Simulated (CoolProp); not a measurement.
Values from CoolProp's reference Helmholtz-energy equation of state, Gao 2016.

For sulfur dioxide, give the phase and the density (kg/m³), cp (kJ/(kg K)), cv (kJ/(kg K)), isothermal compressibility (1/MPa) at 328 K and 34.9 MPa; 435.6 K and 34.9 MPa.


- 328 K and 34.9 MPa: liquid; density 1360, cp 1.33, cv 0.790, isothermal compressibility 0.00137
- 435.6 K and 34.9 MPa: supercritical; density 1080, cp 1.43, cv 0.751, isothermal compressibility 0.00460
